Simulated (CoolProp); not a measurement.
n-hexane at 497.8 K and 1.02 MPa flows at 2.7 m/s in a round tube of 100 mm bore and 15 µm roughness, fully developed (64/Re and Nu = 3.66 if laminar; Colebrook and Gnielinski if turbulent). Each further row changes one setting.

The numbers come from the reference Helmholtz-energy equation of state, Thol 2019 in CoolProp.

```tsv
case	Reynolds number	Darcy friction factor	pressure drop (Pa/m)	heat-transfer coefficient (W/(m² K))	mass flow (kg/h)
as stated	586000	___	___	___	___
velocity 5.4 m/s	1170000	0.0140	50.2	___	3770
diameter 200 mm	1170000	___	___	___	7530
```

Task: Complete the blanks.

Result: 
- as stated, Darcy friction factor: 0.0147
- as stated, pressure drop (Pa/m): 13.2
- as stated, heat-transfer coefficient (W/(m² K)): 345
- as stated, mass flow (kg/h): 1880
- velocity 5.4 m/s, heat-transfer coefficient (W/(m² K)): 654
- diameter 200 mm, Darcy friction factor: 0.0129
- diameter 200 mm, pressure drop (Pa/m): 5.78
- diameter 200 mm, heat-transfer coefficient (W/(m² K)): 301

Viscosity comes from a separate model (Michailidou 2013). Thermal conductivity comes from a separate model (Assael 2013).
